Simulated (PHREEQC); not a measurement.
**Buffer: an equilibrium model**

Make-up at 20 °C: 28 mmol/kgw NaHCO3, 17 mmol/kgw Na2SO4 and 3.7 mmol/kgw KCl. Closed to the air; pH follows from the charge balance.

Equilibrium calculation in PHREEQC: ion-association model, wateq4f.dat.

Each row changes one thing in this solution. This is a speciation only: nothing precipitates in the calculation.

```csv
case,pH,ionic strength (mol/kgw),Na+ (mol/kgw),HCO3- (mol/kgw),SO4-2 (mol/kgw),K+ (mol/kgw),SI of Nahcolite (NaHCO3),SI of Mirabilite (Na2SO4:10H2O)
as made,8.12,0.0785,0.0596,0.0267,0.0151,0.00356,-2.40,-3.51
Na2SO4 from 0.017 to 0.17 mol/kgw,7.88,0.452,0.322,0.0250,0.126,0.00318,-1.80,-1.53
diluted 100-fold with water,8.26,0.000828,…,0.000274,0.000170,3.70e-5,-6.20,-8.92
KCl from 0.0037 to 0.00407 mol/kgw,8.12,0.0789,0.0596,0.0267,0.0151,0.00392,-2.40,…
NaHCO3 from 0.028 to 0.0308 mol/kgw,8.12,0.0812,0.0622,0.0293,0.0150,0.00357,-2.34,-3.49
NaHCO3 from 0.028 to 0.0056 mol/kgw,8.15,0.0574,0.0382,0.00538,0.0156,0.00354,-3.27,-3.82
NaHCO3 from 0.028 to 0.28 mol/kgw,7.92,0.306,0.287,0.250,0.0125,0.00363,-0.83,-2.56
diluted 10-fold with water,8.28,0.00822,0.00616,0.00273,0.00166,0.000367,-4.26,-6.09
KCl from 0.0037 to 0.0074 mol/kgw,8.12,0.0820,0.0596,0.0267,0.0150,0.00713,-2.40,-3.53
```

Q: Complete the blanks.

A: 
- diluted 100-fold with water, Na+ (mol/kgw): 0.000619
- KCl from 0.0037 to 0.00407 mol/kgw, SI of Mirabilite (Na2SO4:10H2O): -3.52

Complexes and solids missing from the database can't appear.
